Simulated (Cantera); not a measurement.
Input: 1 mol PbO, 77 mol N2, held at 898.15 K and 38.0 Pa.

Equilibrium computed with Cantera from the NASA thermochemical tables; the gas is ideal and each condensed phase is pure. Candidate condensed phases: Pb, PbO, PbO2, Pb3O4; 12 gas species. Rates play no part.

Base state: N2 1.000, PbO 1.82e-5 (mole fractions); condensed: PbO(yellow).

### Question
What changes in the equilibrium state with this change: temperature from 898.15 K to 1375 K?

### Answer
```json
[
 {"species": "N2", "before": "1.000", "after": "0.983"},
 {"species": "Pb", "before": "3.84e-6", "after": "0.00789"},
 {"species": "PbO", "before": "1.82e-5", "after": "0.00488"},
 {"species": "NO", "before": "3.05e-8", "after": "9.56e-5"},
 {"species": "O2", "before": "1.90e-6", "after": "0.00390"},
 {"species": "PbO(yellow), mol", "before": "0.998", "after": "0"}
]
```
